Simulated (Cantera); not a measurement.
A perfectly stirred reactor is fed with H₂ : O₂ : N₂ = 1 : 0.676 : 2.5 (molar parts), at 5550 Torr; it is adiabatic with a 498 K inlet, and is followed from long to short residence time, starting on the burning branch (τ in s: 0.049, 0.024, 0.012, 0.0057, 0.0028, 0.0013, 0.00066, 0.00032, 0.00016, 7.6e-05, 3.7e-05, 1.8e-05, 8.8e-06).

Model: the H2/O2 subset of GRI-Mech 3.0, which has no nitrogen chemistry, integrated in Cantera. The hydrogen kinetics of GRI-Mech 3.0 are dated; newer H2 mechanisms differ, most at raised pressure.

Problem. Predict: blow-out, bracketed by the residence times tried; x(H₂) at τ = 49.0 ms; x(O₂) at τ = 49.0 ms; x(H₂O) at τ = 49.0 ms; x(O) at τ = 49.0 ms; x(H) at τ = 49.0 ms; x(H₂) at τ = 0.660 ms; x(O₂) at τ = 0.660 ms; x(H₂O) at τ = 0.660 ms; x(O) at τ = 0.660 ms; x(H) at τ = 0.660 ms.

Solution. 
- blow-out, bracketed by the residence times tried = burning at 8.80 µs, the shortest tried
- x(H₂) at τ = 49.0 ms = 0.000774
- x(O₂) at τ = 49.0 ms = 0.0470
- x(H₂O) at τ = 49.0 ms = 0.269
- x(O) at τ = 49.0 ms = 0.000319
- x(H) at τ = 49.0 ms = 8.21e-5
- x(H₂) at τ = 0.660 ms = 0.00195
- x(O₂) at τ = 0.660 ms = 0.0470
- x(H₂O) at τ = 0.660 ms = 0.266
- x(O) at τ = 0.660 ms = 0.000637
- x(H) at τ = 0.660 ms = 0.000274
